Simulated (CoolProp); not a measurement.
The fluid at 379.51 K and 0.37 MPa expands adiabatically to 0.031 MPa with isentropic efficiency 0.8. The same conditions are run with several fluids, on thermodynamics alone (safety and materials aside).

The numbers come from the reference Helmholtz-energy equation of state of each fluid (CF4 (R14): Platzer 1990; vinyl chloride: Thol 2022; propane: Lemmon 2009; sulfur dioxide: Gao 2016; oxygen: Schmidt 1985) in CoolProp. The equations of Platzer and Polt are older, rougher fits.

```tsv
fluid	work (kJ/kg)	final temperature (K)	final density (kg/m³)
CF4 (R14)	(withheld)	(withheld)	1.11
vinyl chloride	82.5	285.4	(withheld)
propane	124	310.6	0.532
sulfur dioxide	75.2	(withheld)	0.943
oxygen	141	(withheld)	0.527
```

**Question.** Fill in the missing entries.

**Answer.** 
- CF4 (R14), work (kJ/kg): 60.9
- CF4 (R14), final temperature (K): 297.2
- vinyl chloride, final density (kg/m³): 0.822
- sulfur dioxide, final temperature (K): 255.6
- oxygen, final temperature (K): 226.3

Above 300 K oxygen's equation is extrapolated.
